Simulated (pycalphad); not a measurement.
CALPHAD calculation (pycalphad, COST 507 light-alloy database (1999)), 1 atm. No gas phase is included, though pure Mg would boil below 1377 °C. These are 1990s assessments: newer ones move some temperatures and phases. Diffusion is slow at the low end, where real alloys seldom reach equilibrium.

Molar enthalpy of Si-10.24Mg (at.%) in equilibrium (SER reference):

| T (°C) | H (kJ/mol) | phases |
|---|---|---|
| 1377 | 71.56 | LIQUID |
| 1352 | 70.86 | LIQUID |
| 1302 | 56.65 | LIQUID + DIAMOND_A4 |
| 1227 | 41.26 | DIAMOND_A4 + LIQUID |
| 1152 | 34.42 | DIAMOND_A4 + LIQUID |
| 1077 | 30.55 | DIAMOND_A4 + LIQUID |
| 1002 | 27.58 | DIAMOND_A4 + LIQUID |
| 927 | 19.00 | DIAMOND_A4 + MG2SI |
| 902 | 18.32 | DIAMOND_A4 + MG2SI |
| 852 | 16.98 | DIAMOND_A4 + MG2SI |
| 777 | 14.98 | DIAMOND_A4 + MG2SI |
| 702 | 13.00 | DIAMOND_A4 + MG2SI |
| 627 | 11.05 | DIAMOND_A4 + MG2SI |
| 552 | 9.13 | DIAMOND_A4 + MG2SI |
| 477 | 7.23 | DIAMOND_A4 + MG2SI |
| 402 | 5.36 | DIAMOND_A4 + MG2SI |
| 327 | 3.52 | DIAMOND_A4 + MG2SI |
| 252 | 1.72 | DIAMOND_A4 + MG2SI |
| 177 | -0.03 | DIAMOND_A4 + MG2SI |
| 102 | -1.72 | DIAMOND_A4 + MG2SI |

Cooling from 1352 °C to 927 °C, across the freezing range, releases 51.9 kJ/mol, or 1870 J/g. The slope is 28 J/(mol K) in the liquid and 27 J/(mol K) just below the solidus, where it includes any heat of precipitation. Liquidus 1335 °C, solidus 944 °C. Changes were sought between steps of 25 K, so a narrower field can be missed.

Database names, with the compositions (at.%) that they take in these runs: MG2SI: Mg 67 Si 33. DIAMOND_A4 is diamond (Si).
